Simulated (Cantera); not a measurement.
Feed: 1 mol Si3N4, a varied amount of O2, 15 mol N2, equilibrated at 950 °C and 0.100 bar.

Method: chemical equilibrium by Gibbs-energy minimisation in Cantera with the NASA 1993 tables (ideal gas, pure condensed phases). Candidate condensed phases: Si, SiO2, Si2N2O, Si3N4; 16 gas species. Mutual solubility and eutectic melting of coexisting phases are not modelled. The tables hold silica as quartz up to 1696 K and as liquid above; real silica turns to tridymite and cristobalite and melts near 1996 K. Kinetics and transport are ignored.

Task: Which condensed phases are stable at each of these points (n(O2) (mol)): 1.2, 2.6, 4, 5.4, 6.8, 8.1, 9.5, 11, 12, 14, 15, 16, 18?

Result: 
```tsv
n(O2) (mol)	condensed phases	Si condensed (%)
1.2	SiO2(β-quartz) + Si2N2O(s)	100.0
2.6	SiO2(β-quartz) + Si2N2O(s)	100.0
4	SiO2(β-quartz)	100.0
5.4	SiO2(β-quartz)	100.0
6.8	SiO2(β-quartz)	100.0
8.1	SiO2(β-quartz)	100.0
9.5	SiO2(β-quartz)	100.0
11	SiO2(β-quartz)	100.0
12	SiO2(β-quartz)	100.0
14	SiO2(β-quartz)	100.0
15	SiO2(β-quartz)	100.0
16	SiO2(β-quartz)	100.0
18	SiO2(β-quartz)	100.0
```

From 1.2 mol O2 to 2.6 mol O2 the condensed part is SiO2(β-quartz) + Si2N2O(s). From 4 mol O2 to 18 mol O2 the condensed part is SiO2(β-quartz).
